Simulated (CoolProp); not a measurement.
Aqueous ethylene glycol as a coolant, at 35 °C, 1 atm.

Values from CoolProp's Melinder's fits for secondary coolants.

```
mass %  freezing point (°C)  viscosity (mPa s)  density (kg/m³)  conductivity (W/(m K))  cp (kJ/(kg K))
------  -------------------  -----------------  ---------------  ----------------------  --------------
1.7                    -0.5              0.745            995.8                   0.614           4.157
5.5                    -1.7              0.804             1001                   0.595           4.111
9.2                    -3.1              0.873             1005                   0.576           4.067
13                     -4.6              0.955             1010                   0.558           4.020
16.7                   -6.2               1.04             1014                     ___             ___
20.5                   -8.2               1.15              ___                   0.522             ___
24.2                  -10.4               1.25             1024                   0.504           3.859
28                    -13.1               1.38             1029                   0.487           3.796
31.7                  -15.9               1.51             1034                   0.471           3.731
35.5                  -19.3               1.65             1038                   0.455           3.663
39.2                  -23.0               1.81             1043                   0.440           3.594
43                      ___               1.99             1048                   0.425           3.522
```

**Question.** Some entries are withheld; supply them.

**Answer.** 
- 16.7, conductivity (W/(m K)): 0.540
- 16.7, cp (kJ/(kg K)): 3.971
- 20.5, density (kg/m³): 1019
- 20.5, cp (kJ/(kg K)): 3.916
- 43, freezing point (°C): -27.1
